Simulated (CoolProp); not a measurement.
Values from CoolProp's reference Helmholtz-energy equation of state, Gao 2022.

**Question.** For n-perfluorohexane, give the phase and the density (kg/m³), Joule-Thomson coefficient (K/MPa), expansivity (1/kK) at 322.3 K and 1890 kPa.

**Answer.** 
- 322.3 K and 1890 kPa: liquid; density 1610, Joule-Thomson coefficient -0.231, expansivity 1.85
